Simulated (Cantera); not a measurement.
A closed system holds: 1 mol Si(CH₃)₄, 0.018 mol CH₄, 980 mol H₂, equilibrated at 1330 Pa.

Method: chemical equilibrium by Gibbs-energy minimisation in Cantera with the NASA 1993 tables (ideal gas, pure condensed phases). Candidate condensed phases: C, C₆H₆, C₇H₈, C₈H₁₈, Si, SiC; 87 gas species. Kinetics and transport are ignored. All values below are at 2525 K.

Base state: H₂ 0.783, H 0.215, C₂H₂ (acetylene) 0.00172, Si 0.000837, SiC₂ 4.27e-5, C₂H 3.57e-5, SiH 2.18e-5 (mole fractions); condensed: gas only.

Problem. What changes in the equilibrium state with this change: Si(CH₃)₄ replaced by SiH₂Cl₂?

Solution. 
| species | before | after |
|---|---|---|
| H₂ | 0.783 | 0.783 |
| H | 0.215 | 0.215 |
| HCl | 0 | 0.00152 |
| C₂H₂ (acetylene) | 0.00172 | 7.37e-6 |
| Cl | 0 | 0.000294 |
| Si | 0.000837 | 0.000882 |
| C₂H | 3.57e-5 | 1.53e-7 |
| SiC₂ | 4.27e-5 | 1.93e-7 |
| SiH | 2.18e-5 | 2.29e-5 |
